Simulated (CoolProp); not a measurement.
Aqueous potassium carbonate as a coolant, 15 % by mass, freezing at -5.9 °C, 1 atm.

The numbers come from the Melinder's fits for secondary coolants in CoolProp.

```csv
T (°C),Prandtl number,conductivity (W/(m K)),density (kg/m³),cp (kJ/(kg K))
-2.4,16.4,0.547,1147,3.462
2.2,14.2,0.554,1146,(withheld)
6.9,12.3,0.562,1144,3.478
11.5,10.9,0.569,1143,3.486
16.2,9.63,0.577,1141,3.495
20.8,8.61,0.585,1139,3.503
25.5,7.73,0.593,1137,(withheld)
30.1,6.98,0.600,1135,(withheld)
34.8,6.31,0.608,1133,3.525
39.4,5.72,(withheld),1131,3.531
```

Question: Fill in the missing entries.

Answer: 
- 2.2, cp (kJ/(kg K)): 3.470
- 25.5, cp (kJ/(kg K)): 3.510
- 30.1, cp (kJ/(kg K)): 3.518
- 39.4, conductivity (W/(m K)): 0.616
